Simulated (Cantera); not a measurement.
A perfectly stirred reactor is fed with CH4 : H2 : O2 : N2 : H2O = 1 : 0.11 : 1.58 : 5.94 : 0.4 (molar parts), equivalence ratio 1.3, at 1.01 bar; it is adiabatic with a 500 K inlet, and is followed from long to short residence time, starting on the burning branch (τ in s: 0.069, 0.029, 0.012, 0.0052, 0.0022, 0.00091, 0.00038, 0.00016, 6.8e-05, 2.9e-05, 1.2e-05).

Model: GRI-Mech 3.0 (53 species, 325 reactions), integrated in Cantera.

Task: What does this change do: inlet temperature 500 to 375 K?

Result: 
```
quantity                                                                       before                                 after
------------------------------------------------  -----------------------------------  ------------------------------------
blow-out, bracketed by the residence times tried  burning at 0.160 ms, out at 68.0 µs  burning at 0.380 ms, out at 0.160 ms
x(CH4) at τ = 69.0 ms                                                         2.99e-5                               5.49e-5
x(H2) at τ = 69.0 ms                                                           0.0460                                0.0469
x(O2) at τ = 69.0 ms                                                         0.000147                              0.000146
x(CH2) at τ = 69.0 ms                                                         6.04e-7                               7.25e-7
x(HCN) at τ = 69.0 ms                                                         5.64e-6                               8.92e-6
x(CH4) at τ = 0.910 ms                                                       0.000274                              0.000457
x(H2) at τ = 0.910 ms                                                          0.0463                                0.0465
x(O2) at τ = 0.910 ms                                                         0.00251                               0.00286
x(CH2) at τ = 0.910 ms                                                        1.10e-5                               1.39e-5
x(HCN) at τ = 0.910 ms                                                        3.76e-5                               5.81e-5
```

Task: What does this change do: CH4 1 to 1.4 parts?

Result: 
```csv
quantity,before,after
"blow-out, bracketed by the residence times tried","burning at 0.160 ms, out at 68.0 µs","burning at 2.20 ms, out at 0.910 ms"
x(CH4) at τ = 69.0 ms,2.99e-5,0.00764
x(H2) at τ = 69.0 ms,0.0460,0.105
x(O2) at τ = 69.0 ms,0.000147,0.000767
x(CH2) at τ = 69.0 ms,6.04e-7,1.05e-6
x(HCN) at τ = 69.0 ms,5.64e-6,1.93e-5
x(CH4) at τ = 0.910 ms,0.000274,0.148
x(H2) at τ = 0.910 ms,0.0463,0.0117
x(O2) at τ = 0.910 ms,0.00251,0.168
x(CH2) at τ = 0.910 ms,1.10e-5,<1e-12
x(HCN) at τ = 0.910 ms,3.76e-5,<1e-12
```
